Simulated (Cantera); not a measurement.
A Cantera script and its output.

```python
import numpy as np
import cantera as ct

gas = ct.Solution("gri30.yaml")
gas.TPX = 1400, 390, {'C3H8': 1, 'H2': 31}
reactor = ct.IdealGasConstPressureReactor(gas, energy="off", clone=False)
net = ct.ReactorNet([reactor])
net.rtol, net.atol = 1e-08, 1e-18
show = ['C3H8', 'H2', 'H', 'C2H2', 'C2H4', 'CH3', 'CH4']
times = np.geomspace(6e-05, 20, 15)

steps = ct.SolutionArray(gas, extra=["t"])
rows = []
print(f"{'t/s':>10s}{'T/K':>9s}{'P/Pa':>11s}" + "".join(f"{s:>11s}" for s in show))
for t in times:
    while net.time < t:
        t_next = net.step()
        steps.append(gas.state, t=t_next)
    rows.append([np.interp(t, steps.t, y) for y in (steps.T, steps.P, *steps(*show).X.T)])
    print(f"{t:10.3e}{rows[-1][0]:9.1f}{rows[-1][1]:11.4g}" + "".join(f"{x:11.3e}" for x in rows[-1][2:]))
rate = np.gradient(steps.T, steps.t)
print("integrator steps:", len(steps.t))
if steps.T.max() > steps.T[0] + 200:
    print(f"time of steepest temperature rise: {steps.t[rate.argmax()]:.4e} s")
gas.TPX = 1400, 390, {'C3H8': 1, 'H2': 31}
gas.equilibrate("TP")
print(f"equilibrium (TP): T = {gas.T:.1f} K  " + "  ".join(f"{s} {gas[s].X[0]:.3e}" for s in show))
```

Result:

```
       t/s      T/K       P/Pa       C3H8         H2          H       C2H2       C2H4        CH3        CH4
 6.000e-05   1400.0        390  3.119e-02  9.687e-01  1.015e-05  1.910e-11  8.591e-06  5.453e-05  4.526e-06
 1.488e-04   1400.0        390  3.107e-02  9.685e-01  4.150e-05  6.732e-10  6.094e-05  1.411e-04  2.802e-05
 3.691e-04   1400.0        390  3.064e-02  9.681e-01  1.226e-04  4.131e-08  3.862e-04  4.219e-04  1.938e-04
 9.154e-04   1400.0        390  2.876e-02  9.660e-01  3.053e-04  1.861e-06  2.006e-03  1.216e-03  1.415e-03
 2.270e-03   1400.0        390  2.065e-02  9.576e-01  8.030e-04  6.691e-05  9.256e-03  2.661e-03  8.608e-03
 5.631e-03   1400.0        390  2.862e-03  9.390e-01  1.939e-03  1.723e-03  2.410e-02  2.239e-03  2.774e-02
 1.397e-02   1400.0        390  2.151e-05  9.373e-01  9.975e-04  6.832e-03  2.171e-02  7.105e-04  3.229e-02
 3.464e-02   1400.0        390  9.971e-08  9.381e-01  4.097e-04  1.080e-02  1.774e-02  2.870e-04  3.260e-02
 8.592e-02   1400.0        390  1.128e-09  9.386e-01  1.834e-04  1.410e-02  1.438e-02  1.278e-04  3.263e-02
 2.131e-01   1400.0        390  2.772e-10  9.389e-01  8.767e-05  1.713e-02  1.128e-02  6.089e-05  3.259e-02
 5.285e-01   1400.0        390  8.750e-11  9.391e-01  4.619e-05  2.009e-02  8.244e-03  3.198e-05  3.251e-02
 1.311e+00   1400.0        390  3.342e-11  9.393e-01  3.064e-05  2.316e-02  5.087e-03  2.114e-05  3.241e-02
 3.251e+00   1400.0        390  1.528e-11  9.395e-01  3.223e-05  2.633e-02  1.835e-03  2.216e-05  3.229e-02
 8.064e+00   1400.0        390  1.556e-11  9.396e-01  5.039e-05  2.800e-02  1.579e-04  3.445e-05  3.212e-02
 2.000e+01   1400.0        390  1.945e-11  9.399e-01  5.649e-05  2.825e-02  1.056e-04  3.808e-05  3.168e-02
integrator steps: 1104
equilibrium (TP): T = 1400.0 K  C3H8 1.205e-13  H2 9.560e-01  H 7.667e-05  C2H2 4.181e-02  C2H4 1.284e-04  CH3 3.218e-06  CH4 2.006e-03
```

Cantera simulation using GRI-Mech 3.0 (53 species, 325 reactions); the numbers are that mechanism's predictions, not measurements. GRI-Mech 3.0 was tuned for natural gas; its chemistry of propane as a main component is partial and can be far from experiment. GRI-Mech 3.0 stops at C3 and has no aromatics, soot or wall deposition, so with more carbon than oxygen in the feed, carbon stays in small species such as C2H2 where larger ones or solid carbon would form. Radical loss at walls, strong at low pressure, is not modelled.
